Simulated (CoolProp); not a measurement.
Properties of decamethylcyclopentasiloxane (D5) along the isobar 15 bar.

Values from CoolProp's reference Helmholtz-energy equation of state, Thol 2019.

| T (K) | phase | Z | expansivity (1/kK) | fugacity coefficient |
|---|---|---|---|---|
| 356.9 | liquid | (withheld) | 1.176 | (withheld) |
| 368.8 | liquid | (withheld) | 1.198 | 0.001653 |
| 380.7 | liquid | (withheld) | 1.223 | 0.002871 |
| 392.6 | liquid | (withheld) | 1.252 | (withheld) |
| 404.6 | liquid | 0.1961 | 1.285 | (withheld) |
| 416.5 | liquid | 0.1934 | 1.322 | (withheld) |
| 428.4 | liquid | 0.1911 | 1.363 | 0.01712 |
| 440.3 | liquid | 0.1890 | 1.411 | 0.02452 |
| 452.2 | liquid | 0.1872 | 1.465 | 0.03414 |

Q: Complete the blanks.

A: 
- 356.9, Z: 0.2096
- 356.9, fugacity coefficient: 0.0009028
- 368.8, Z: 0.2058
- 380.7, Z: 0.2022
- 392.6, Z: 0.1990
- 392.6, fugacity coefficient: 0.004756
- 404.6, fugacity coefficient: 0.007583
- 416.5, fugacity coefficient: 0.01159
